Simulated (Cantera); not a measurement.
Cantera run:

```python
import numpy as np
import cantera as ct

gas_names = """
    B BH BH2 BH3 BO BO2 B2 B2O B2O2 B2O3 B3O3H3 H HBO HBO2 HO2 H2 H2O H2O2 H3B3O6 O OH O2 O3
""".split()
cond_names = """
    B(b) B(L) B2O3(L) B3O3H3(cr) H2O(s) H2O(L)
""".split()


# ... load() reads the species with a 1 bar reference pressure and builds the phases ...
atoms = {
    'B2H6': {'B': 2, 'H': 6},
    'O2': {'O': 2},
}
top_T = {}  # K; cautious upper limits of use, not melting points


# ... equilibrate(T, P, feed) seeds the gas with the atoms and calls Mixture.equilibrate('TP', solver="gibbs", rtol=1e-10, max_steps=50000) ...
results = []
feed = {'B2H6': 1, 'O2': 0.88}  # mol
T = 1800  # K
for P in [10, 28, 77, 220, 600, 1700, 4600, 13000, 36000, 100000]:
    mix = equilibrate(T, P, feed)
    results.append((T, P, feed, dict(zip(mix.species_names, mix.species_moles))))
    x = sorted(zip(gas.X, gas.species_names), reverse=True)
    print(f"T = {T:g} K  P = {P:g} Pa  gas = {mix.phase_moles(0):.4g} mol")
    print("   x: " + "  ".join(f"{s} {v:.3e}" for v, s in x if v > 0.0001))
    print("   condensed (mol): " + ("  ".join(f"{mix.phase(i).name} {mix.phase_moles(i):.4g}"
          for i in range(1, mix.n_phases) if mix.phase_moles(i) > 1e-12) or "none"))
```

It prints:

```
T = 1800 K  P = 10 Pa  gas = 4.149 mol
   x: H2 6.448e-01  HBO 1.274e-01  BO 1.012e-01  B2O2 9.573e-02  H 2.875e-02  B2O3 9.513e-04  B2O 8.413e-04  HBO2 1.678e-04
   condensed (mol): B(b) 0.2407
T = 1800 K  P = 28 Pa  gas = 4.044 mol
   x: H2 6.632e-01  HBO 1.395e-01  B2O2 1.116e-01  BO 6.532e-02  H 1.743e-02  B2O3 2.003e-03  B2O 5.428e-04  HBO2 3.320e-04
   condensed (mol): B(b) 0.2469
T = 1800 K  P = 77 Pa  gas = 3.975 mol
   x: H2 6.757e-01  HBO 1.467e-01  B2O2 1.211e-01  BO 4.104e-02  H 1.061e-02  B2O3 3.756e-03  HBO2 6.032e-04  B2O 3.410e-04
   condensed (mol): B(b) 0.2556
T = 1800 K  P = 220 Pa  gas = 3.926 mol
   x: H2 6.852e-01  HBO 1.503e-01  B2O2 1.254e-01  BO 2.471e-02  B2O3 6.690e-03  H 6.319e-03  HBO2 1.063e-03  B2O 2.053e-04
   condensed (mol): B(b) 0.2693
T = 1800 K  P = 600 Pa  gas = 3.892 mol
   x: H2 6.925e-01  HBO 1.508e-01  B2O2 1.249e-01  BO 1.493e-02  B2O3 1.098e-02  H 3.847e-03  HBO2 1.758e-03  B2O 1.241e-04
   condensed (mol): B(b) 0.2888
T = 1800 K  P = 1700 Pa  gas = 3.862 mol
   x: H2 6.997e-01  HBO 1.487e-01  B2O2 1.201e-01  B2O3 1.742e-02  BO 8.696e-03  HBO2 2.860e-03  H 2.297e-03
   condensed (mol): B(b) 0.3178
T = 1800 K  P = 4600 Pa  gas = 3.833 mol
   x: H2 7.072e-01  HBO 1.441e-01  B2O2 1.116e-01  B2O3 2.568e-02  BO 5.097e-03  HBO2 4.396e-03  H 1.404e-03  B3O3H3 2.816e-04
   condensed (mol): B(b) 0.355
T = 1800 K  P = 13000 Pa  gas = 3.636 mol
   x: H2 7.562e-01  HBO 1.264e-01  B2O2 8.034e-02  B2O3 2.637e-02  HBO2 5.500e-03  BO 2.572e-03  B3O3H3 1.518e-03  H 8.636e-04
   condensed (mol): B(b) 0.4765  B2O3(L) 0.1207
T = 1800 K  P = 36000 Pa  gas = 3.263 mol
   x: H2 8.715e-01  HBO 8.155e-02  B2O2 2.901e-02  B2O3 9.521e-03  HBO2 3.548e-03  B3O3H3 3.126e-03  BO 9.289e-04  H 5.571e-04  BH2 1.134e-04
   condensed (mol): B(b) 0.6673  B2O3(L) 0.3847
T = 1800 K  P = 100000 Pa  gas = 3.118 mol
   x: H2 9.268e-01  HBO 5.046e-02  B2O2 1.044e-02  B3O3H3 5.714e-03  B2O3 3.428e-03  HBO2 2.195e-03  H 3.447e-04  BO 3.344e-04  BH2 1.206e-04  H2O 1.035e-04
   condensed (mol): B(b) 0.7364  B2O3(L) 0.479
```

These are equilibrium values from Cantera (NASA tables, ideal gas, pure condensed phases), not measurements of a reactor. The feed counts by its element totals alone. Mutual solubility and eutectic melting of coexisting phases are not modelled. The tables' values for BH2 are old estimates; treat these amounts as uncertain. Gases not in the tables: B2H6 and higher boranes.
